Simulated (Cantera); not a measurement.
A closed system holds: 1 mol CH3SiCl3, 8.6 mol H2, 0.92 mol C3H8, at 2375 K and 0.590 bar.

Method: chemical equilibrium by Gibbs-energy minimisation in Cantera with the NASA 1993 tables (ideal gas, pure condensed phases). The feed counts by its element totals alone. The tables' values for SiCl, SiCl3 are old estimates; treat these amounts as uncertain. Gases not in the tables: Si2H6 and higher silanes. The numbers say what is thermodynamically allowed, not how fast it happens.

```
species             before    after
----------------  --------  -------
H2                   0.794    0.806
HCl                  0.170    0.191
SiCl2               0.0105  0.00118
H                   0.0164  2.77e-5
Si                0.000528    <1e-9
SiH               0.000117    <1e-9
SiC2               9.36e-5    <1e-9
Si2C               5.37e-5    <1e-9
SiCl              0.000501  2.48e-8
C4H2               1.26e-5    <1e-9
C(graphite), mol      2.79     2.78
SiC(s), mol          0.814    0.966
```
Gas species are given as mole fractions.

Q: Name the change that produced these shifts.
(A) C3H8 from 0.92 to 0.058 mol
(B) temperature from 2375 K to 1525 K
(C) H2 from 8.6 to 3.9 mol
(D) pressure from 0.590 bar to 11.0 mbar

A: B, temperature from 2375 K to 1525 K. The tables' values for SiCl3 are old estimates; treat these amounts as uncertain
